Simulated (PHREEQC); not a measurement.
Consider water at 35 °C with 0.029 mol/kgw KHCO3, 0.019 mol/kgw KOH and 4.6e-05 mol/kgw NaCl. Closed to the air; pH follows from the charge balance.

Model: ion-association model, wateq4f.dat, run in PHREEQC.

```tsv
quantity	before	after
ionic strength (mol/kgw)	0.0666	0.00635
CO3-2 (mol/kgw)	0.0186	0.00154
HCO3- (mol/kgw)	0.0104	0.00136
CO2 (mol/kgw)	1.01e-6	1.60e-7
```

### Question
Name the change that produced these shifts.
A. diluted 10-fold with water
B. NaCl from 4.6e-05 to 0.00023 mol/kgw
C. temperature from 35 to 10 °C
D. NaCl left out
E. KOH left out

### Answer
A, diluted 10-fold with water

This is a speciation only: nothing precipitates in the calculation.
